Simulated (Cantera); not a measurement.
A jet of 1.90 % CH₄, 14.8 % O₂, 83.3 % N₂, equivalence ratio 0.26 at 300 K and 67.5 Torr hits a platinum plate 6.3 cm away at a mass flux of 0.13 kg/m²/s; the plate temperature is set and raised in steps from an oxygen-covered start.

Detailed kinetics in Cantera: Deutschmann's 1995 Pt surface mechanism with GRI-Mech 3.0 gas chemistry. Catalytic surfaces can have several steady states; this one follows from the mechanism file's or the stated starting coverage.

x: mole fraction at the wall; θ: surface coverage.

```json
[
 {"plate T (K)": "950", "wall x CH₄": "0.0114", "wall x O₂": "0.132", "wall x H₂O": "0.0141", "wall x OH": "6.80e-8", "wall x CO": "5.79e-6", "wall x CO₂": "0.00921", "θ free Pt": "0.254", "θ O*": "0.745"},
 {"plate T (K)": "1000", "wall x CH₄": "0.00901", "wall x O₂": "0.126", "wall x H₂O": "0.0185", "wall x OH": "1.93e-7", "wall x CO": "6.15e-6", "wall x CO₂": "0.0122", "θ free Pt": "0.321", "θ O*": "0.678"},
 {"plate T (K)": "1050", "wall x CH₄": "0.00710", "wall x O₂": "0.122", "wall x H₂O": "0.0220", "wall x OH": "4.79e-7", "wall x CO": "6.43e-6", "wall x CO₂": "0.0144", "θ free Pt": "0.390", "θ O*": "0.610"},
 {"plate T (K)": "1100", "wall x CH₄": "0.00567", "wall x O₂": "0.119", "wall x H₂O": "0.0246", "wall x OH": "1.07e-6", "wall x CO": "6.73e-6", "wall x CO₂": "0.0162", "θ free Pt": "0.456", "θ O*": "0.543"},
 {"plate T (K)": "1150", "wall x CH₄": "0.00462", "wall x O₂": "0.117", "wall x H₂O": "0.0265", "wall x OH": "2.18e-6", "wall x CO": "7.14e-6", "wall x CO₂": "0.0174", "θ free Pt": "0.520", "θ O*": "0.479"},
 {"plate T (K)": "1200", "wall x CH₄": "0.00386", "wall x O₂": "0.116", "wall x H₂O": "0.0278", "wall x OH": "4.12e-6", "wall x CO": "[?]", "wall x CO₂": "0.0182", "θ free Pt": "0.581", "θ O*": "0.418"},
 {"plate T (K)": "1250", "wall x CH₄": "0.00329", "wall x O₂": "0.115", "wall x H₂O": "0.0287", "wall x OH": "7.31e-6", "wall x CO": "[?]", "wall x CO₂": "0.0188", "θ free Pt": "0.637", "θ O*": "0.362"},
 {"plate T (K)": "1300", "wall x CH₄": "0.00285", "wall x O₂": "0.114", "wall x H₂O": "0.0293", "wall x OH": "1.23e-5", "wall x CO": "[?]", "wall x CO₂": "0.0192", "θ free Pt": "0.689", "θ O*": "0.311"}
]
```

Q: Complete the blanks.

A: 
- 1200, wall x CO: 7.73e-6
- 1250, wall x CO: 8.54e-6
- 1300, wall x CO: 9.83e-6
